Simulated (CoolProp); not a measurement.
Properties of n-perfluorohexane along the isobar 0.371 MPa.

Values from CoolProp's reference Helmholtz-energy equation of state, Gao 2022.

```csv
T (°C),phase,cp (kJ/(kg K)),cv (kJ/(kg K)),speed of sound (m/s),isothermal compressibility (1/MPa),expansivity (1/kK)
15.25,liquid,…,0.8383,…,0.002440,1.668
38.35,liquid,1.067,0.8707,…,0.003235,1.828
61.45,liquid,1.104,0.9011,415.4,0.004533,2.076
84.55,liquid,1.145,0.9302,346.3,0.006903,…
107.55,gas,0.9737,0.9199,83.19,3.272,4.648
130.65,gas,0.9888,0.9437,89.18,3.107,3.839
153.75,gas,1.007,0.9665,94.19,3.005,3.319
176.85,gas,…,0.9882,98.59,2.936,2.952
```

Question: What belongs in the gaps?

Answer: 
- 15.25, cp (kJ/(kg K)): 1.031
- 15.25, speed of sound (m/s): 543.6
- 38.35, speed of sound (m/s): 480.9
- 84.55, expansivity (1/kK): 2.481
- 176.85, cp (kJ/(kg K)): 1.025
